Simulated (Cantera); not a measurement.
Thermodynamics of iron carbonyl, mercury and lead vapours, feed PbO + CO + N2 + O2

Charge: 1 mol PbO, 0.1 mol CO, 15 mol N2, 0.062 mol O2, equilibrated at 78.0 Pa.

Method: chemical equilibrium by Gibbs-energy minimisation in Cantera with the NASA 1993 tables (ideal gas, pure condensed phases). Candidate condensed phases: C, Pb, PbO, PbO2, Pb3O4; 27 gas species. Kinetics and transport are ignored.

```csv
T (K),x N2,x PbO,x Pb,x O2,x CO2,x NO,x O,x CO,n PbO(yellow),n PbO(l)
973,0.992,0.000155,4.08e-6,0.000795,0.00662,1.59e-6,6.83e-11,1.99e-10,0.998,0
998,0.992,0.000365,1.42e-5,0.000800,0.00661,2.12e-6,1.50e-10,4.76e-10,0.994,0
1023,0.992,0.000824,4.58e-5,0.000815,0.00661,2.80e-6,3.18e-10,1.08e-9,0.987,0
1048,0.991,0.00179,0.000138,0.000859,0.00660,3.71e-6,6.64e-10,2.33e-9,0.971,0
1073,0.988,0.00373,0.000377,0.000977,0.00659,5.05e-6,1.39e-9,4.64e-9,0.938,0
1098,0.984,0.00752,0.000929,0.00125,0.00656,7.19e-6,3.00e-9,8.39e-9,0.871,0
1123,0.975,0.0147,0.00205,0.00180,0.00650,1.07e-5,6.68e-9,1.38e-8,0.743,0
1148,0.959,0.0278,0.00415,0.00283,0.00639,1.65e-5,1.51e-8,2.09e-8,0.501,0
1173,0.932,0.0495,0.00771,0.00459,0.00621,2.54e-5,3.39e-8,2.99e-8,0,0.0793
1198,0.926,0.0521,0.00965,0.00555,0.00618,3.40e-5,6.41e-8,4.94e-8,0,0
1223,0.926,0.0504,0.0113,0.00637,0.00617,4.39e-5,1.15e-7,8.22e-8,0,0
1248,0.925,0.0486,0.0131,0.00725,0.00617,5.60e-5,2.03e-7,1.34e-7,0,0
1273,0.924,0.0466,0.0150,0.00820,0.00616,7.08e-5,3.49e-7,2.15e-7,0,0
1298,0.923,0.0445,0.0170,0.00920,0.00615,8.85e-5,5.86e-7,3.38e-7,0,0
```
x: gas mole fraction; n: condensed amount in mol.

From 973 K to 1148 K the condensed part is PbO(yellow). At 1173 K the condensed part is PbO(l). From 1198 K to 1298 K nothing is condensed. The main Pb-bearing gas is PbO throughout.
